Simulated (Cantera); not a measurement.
TiO2 + HCl (chemical vapour transport)

Feed: 1 mol TiO2, 1.6 mol HCl, held at 2.20 bar.

Cantera equilibrium calculation (NASA polynomials, part measured and part estimated; ideal gas, pure solids and liquids). Candidate condensed phases: H2O, Ti, TiCl2, TiCl3, TiCl4, TiO, TiO2, Ti2O3, Ti3O5, Ti4O7; 23 gas species. Condensed phases not in the tables: TiOCl. Gases not in the tables: TiO(OH)2. Equilibrium is a limit: real reactors are often held back by kinetics, nucleation or transport.

From 1073 K to 1673 K the condensed part is TiO2(rutile).

```tsv
T (K)	x HCl	x H2O	x TiCl4	x Cl	x H2	n TiO2(rutile)
1073	0.989	0.00752	0.00376	2.41e-6	1.23e-5	0.994
1173	0.986	0.00902	0.00451	1.22e-5	3.18e-5	0.993
1273	0.984	0.0105	0.00523	4.68e-5	7.38e-5	0.992
1373	0.982	0.0119	0.00592	0.000145	0.000158	0.991
1473	0.979	0.0132	0.00657	0.000381	0.000316	0.990
1573	0.977	0.0144	0.00715	0.000871	0.000596	0.989
1673	0.973	0.0156	0.00764	0.00179	0.00107	0.988
```
x: gas mole fraction; n: condensed amount in mol.
